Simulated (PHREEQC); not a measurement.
1 kg of water holding 0.0034 mol NaCl, 0.041 mol K2SO4 and 0.052 mol MgSO4 is evaporated at 25 °C; the solids stay in contact with the brine. CO2 from the air is kept out. The run lets Arcanite, Bischofite, Bloedite, Brucite, Carnallite, Epsomite, Glaserite, Halite, Hexahydrite, Kainite, Kieserite, Leonite, Mirabilite, Misenite, Schoenite, Sylvite, Thenardite, MgCl2_4H2O precipitate or redissolve, and no other solid.

The series has 26 steps of water left (kg), from 1 to 0.00246.

Model: Pitzer model, pitzer.dat, run in PHREEQC.

Problem. Which solids form, in which order, and at which step of the series does each first stand?

Solution. Arcanite from water left = 0.05275 kg, last present at water left = 0.01677 kg; Schoenite from water left = 0.0281 kg; Epsomite from water left = 0.00246 kg.
